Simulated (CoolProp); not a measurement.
A simple Rankine cycle with n-perfluoropentane: condensing at 288.15 K, boiler at 0.457 MPa, turbine inlet 499 K, turbine efficiency 0.7, pump efficiency 0.6, no recuperator. Each further row changes one setting.

Model: reference Helmholtz-energy equation of state, Gao 2022, in CoolProp.

| case | thermal efficiency (%) | net work (kJ/kg) | heat in (kJ/kg) | turbine exit temperature (K) | volume ratio over the turbine |
|---|---|---|---|---|---|
| as stated | 6.7 | 19.4 | 290 | [?] | 7.80 |
| condensing temperature 280.15 K | [?] | 22.6 | 298 | 474.7 | 10.9 |
| boiler pressure 0.32 MPa | 5.6 | [?] | 290 | [?] | 5.44 |
| turbine efficiency 0.6 | 5.7 | 16.6 | 290 | [?] | 7.85 |

Problem. Some entries are withheld; supply them.

Solution. 
- as stated, turbine exit temperature (K): 478.0
- condensing temperature 280.15 K, thermal efficiency (%): 7.6
- boiler pressure 0.32 MPa, net work (kJ/kg): 16.3
- boiler pressure 0.32 MPa, turbine exit temperature (K): 481.8
- turbine efficiency 0.6, turbine exit temperature (K): 480.7
